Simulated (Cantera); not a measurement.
Input: 1 mol Ni, 0.0013 mol H2S, 2.8 mol H2, at 77.0 Pa.

Equilibrium computed with Cantera from the NASA thermochemical tables; the gas is ideal and each condensed phase is pure. Candidate condensed phases: Ni, NiS, NiS2, Ni3S2, Ni3S4, S; 9 gas species. The numbers say what is thermodynamically allowed, not how fast it happens.

Question: What share of the Ni ends up in condensed phases as a function of T (K), at 673, 873, 1073, 1273, 1473, 1673, 1873, 2073?

Answer: 
| T (K) | Ni condensed (%) | as |
|---|---|---|
| 673 | 100.0 | Ni(s) + Ni3S2(s) |
| 873 | 100.0 | Ni(s) |
| 1073 | 100.0 | Ni(s) |
| 1273 | 100.0 | Ni(s) |
| 1473 | 100.0 | Ni(s) |
| 1673 | 99.4 | Ni(s) |
| 1873 | 85.5 | Ni(l) |
| 2073 | 0.0 | - |
